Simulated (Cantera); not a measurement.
Cantera run, input and output.

```python
import numpy as np
import cantera as ct

gas = ct.Solution("gri30.yaml")
gas.TPX = 1325, 95000, {'CH2O': 0.0045, 'O2': 0.029, 'N2': 1}
reactor = ct.IdealGasConstPressureReactor(gas, energy="off", clone=False)
net = ct.ReactorNet([reactor])
net.rtol, net.atol = 1e-08, 1e-18
show = ['CH2O', 'O2', 'NO', 'HO2', 'H2O']
times = np.geomspace(9e-05, 20, 12)

steps = ct.SolutionArray(gas, extra=["t"])
rows = []
print(f"{'t/s':>10s}{'T/K':>9s}{'P/Pa':>11s}" + "".join(f"{s:>11s}" for s in show))
for t in times:
    while net.time < t:
        t_next = net.step()
        steps.append(gas.state, t=t_next)
    rows.append([np.interp(t, steps.t, y) for y in (steps.T, steps.P, *steps(*show).X.T)])
    print(f"{t:10.3e}{rows[-1][0]:9.1f}{rows[-1][1]:11.4g}" + "".join(f"{x:11.3e}" for x in rows[-1][2:]))
rate = np.gradient(steps.T, steps.t)
print("integrator steps:", len(steps.t))
if steps.T.max() > steps.T[0] + 200:
    print(f"time of steepest temperature rise: {steps.t[rate.argmax()]:.4e} s")
gas.TPX = 1325, 95000, {'CH2O': 0.0045, 'O2': 0.029, 'N2': 1}
gas.equilibrate("TP")
print(f"equilibrium (TP): T = {gas.T:.1f} K  " + "  ".join(f"{s} {gas[s].X[0]:.3e}" for s in show))
```

It prints:

```
       t/s      T/K       P/Pa       CH2O         O2         NO        HO2        H2O
 9.000e-05   1325.0    9.5e+04  4.346e-03  2.805e-02  5.981e-16  6.081e-06  1.519e-06
 2.756e-04   1325.0    9.5e+04  4.266e-03  2.800e-02  9.558e-15  3.663e-05  3.143e-05
 8.441e-04   1325.0    9.5e+04  1.789e-03  2.697e-02  2.871e-12  1.613e-04  1.625e-03
 2.585e-03   1325.0    9.5e+04  6.487e-13  2.465e-02  1.115e-07  3.361e-06  4.178e-03
 7.916e-03   1325.0    9.5e+04  1.440e-14  2.392e-02  2.266e-07  1.645e-06  4.300e-03
 2.424e-02   1325.0    9.5e+04  1.113e-16  2.373e-02  2.706e-07  4.371e-07  4.337e-03
 7.425e-02   1325.0    9.5e+04  9.935e-18  2.371e-02  2.888e-07  6.757e-08  4.348e-03
 2.274e-01   1325.0    9.5e+04  6.562e-18  2.370e-02  2.968e-07  9.566e-09  4.352e-03
 6.963e-01   1325.0    9.5e+04 -1.664e-19  2.370e-02  2.998e-07  2.763e-09  4.353e-03
 2.132e+00   1325.0    9.5e+04  2.817e-20  2.371e-02  3.004e-07  1.933e-09  4.353e-03
 6.531e+00   1325.0    9.5e+04  1.261e-23  2.371e-02  3.008e-07  1.896e-09  4.353e-03
 2.000e+01   1325.0    9.5e+04  1.261e-23  2.371e-02  3.017e-07  1.896e-09  4.353e-03
integrator steps: 1981
equilibrium (TP): T = 1325.0 K  CH2O 1.266e-23  O2 2.362e-02  NO 1.735e-04  HO2 1.891e-09  H2O 4.353e-03
```

Cantera simulation using GRI-Mech 3.0 (53 species, 325 reactions); the numbers are that mechanism's predictions, not measurements.
